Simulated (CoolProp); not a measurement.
200 sccm (0 °C, 1 atm) of nitrogen bubbles through liquid toluene at 355.5 K and leaves saturated at a total pressure of 0.15 MPa (ideal gas phase). Each further row changes one setting.

The numbers come from the reference Helmholtz-energy equation of state, Lemmon 2006 in CoolProp. It is a short technical equation, of lower accuracy than the large ones.

```json
[
 {"case": "as stated", "vapour pressure (kPa)": "42.1", "mole fraction of vapour": "0.281", "delivery (mg/min)": "321", "delivery (sccm)": "78.1", "change of delivery for a bath 1 K warmer (%)": "4.9"},
 {"case": "bath temperature 360.5 K", "vapour pressure (kPa)": "49.8", "mole fraction of vapour": "0.332", "delivery (mg/min)": "409", "delivery (sccm)": "99.4", "change of delivery for a bath 1 K warmer (%)": "5.1"},
 {"case": "total pressure 0.3 MPa", "vapour pressure (kPa)": "42.1", "mole fraction of vapour": "0.140", "delivery (mg/min)": "134", "delivery (sccm)": "32.7", "change of delivery for a bath 1 K warmer (%)": "4.0"}
]
```
